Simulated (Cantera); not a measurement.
A perfectly stirred reactor is fed with N2O : H2 : N2 = 1 : 0.023 : 6.2 (molar parts), at 100.0 Torr; it is held at 1250 K, and followed from long to short residence time.

Detailed kinetics in Cantera: GRI-Mech 3.0 (53 species, 325 reactions). GRI-Mech 3.0 was tuned for natural gas; its chemistry of N2O as a main component is partial and can be far from experiment. The mechanism lacks the step 2 NO + O2 → 2 NO2, which can matter for NO2 below about 1400 K. The temperature is held fixed by assumption; the heat of reaction is taken as removed at once.

```
quantity                 before    after
---------------------  --------  -------
x(N2O) at τ = 4.70 s     0.0675    0.113
x(H2) at τ = 4.70 s     1.65e-5  7.35e-5
x(H2O) at τ = 4.70 s    0.00306  0.00307
x(H) at τ = 4.70 s      4.16e-8  1.24e-7
x(NO) at τ = 4.70 s     0.00722  0.00241
x(N2O) at τ = 97.0 ms     0.133    0.136
x(H2) at τ = 97.0 ms   0.000435  0.00134
x(H2O) at τ = 97.0 ms   0.00273  0.00183
x(H) at τ = 97.0 ms     8.52e-7  2.98e-6
x(NO) at τ = 97.0 ms   0.000311  7.76e-5
```

### Question
What was changed between the two runs?
A) temperature 1250 to 1400 K
B) pressure from 100.0 Torr to 18.8 Torr
C) N2 6.2 to 2 parts
D) temperature 1250 to 1548 K

### Answer
B, pressure from 100.0 Torr to 18.8 Torr
